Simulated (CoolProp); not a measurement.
Dodecamethylpentasiloxane (MD3M) at 371.52 K and 0.511 MPa is throttled through a valve to 0.1 MPa with no heat exchange. Each further row changes one setting.

The numbers come from the reference Helmholtz-energy equation of state, Thol 2019 in CoolProp.

```json
[
 {"case": "as stated", "temperature change (K)": "+0.1", "final density (kg/m³)": "798"},
 {"case": "outlet pressure 0.03 MPa", "temperature change (K)": "+0.2", "final density (kg/m³)": "798"},
 {"case": "outlet pressure 0.13 MPa", "temperature change (K)": "+0.1", "final density (kg/m³)": "799"}
]
```
